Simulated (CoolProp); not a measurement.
Vapour pressure (bar) of ethylene: the reference equation beside estimates from Tc = 282.4 K, pc = 50.42 bar, ω = 0.087. Clausius-Clapeyron is anchored at 235.4 K with a constant enthalpy of vaporisation of 9.860 kJ/mol.

Model: reference Helmholtz-energy equation of state, Smukala 2000, in CoolProp.

| T (K) | reference | Clausius-Clapeyron | van der Waals | Peng-Robinson |
|---|---|---|---|---|
| 190.3 | 2.995 | 4.704 | 8.307 | 3.002 |
| 199.3 | 4.426 | 6.233 | 10.54 | 4.427 |
| 208.3 | 6.310 | 8.060 | 13.14 | 6.306 |
| 217.3 | 8.726 | 10.20 | 16.12 | 8.720 |
| 226.4 | 11.79 | 12.71 | 19.53 | 11.79 |
| 235.4 | 15.52 | 15.52 | 23.33 | 15.54 |
| 244.4 | 20.04 | 18.69 | 27.56 | 20.10 |
| 253.4 | 25.45 | 22.20 | 32.23 | 25.55 |
| 262.4 | 31.85 | 26.07 | 37.36 | 32.00 |
| 271.4 | 39.38 | 30.29 | 42.96 | 39.56 |

Absolute difference from the reference over all 10 rows, mean and median: Clausius-Clapeyron 21.1 and 17.5 %, van der Waals 71.5 and 58.0 %, Peng-Robinson 0.2 and 0.2 %.
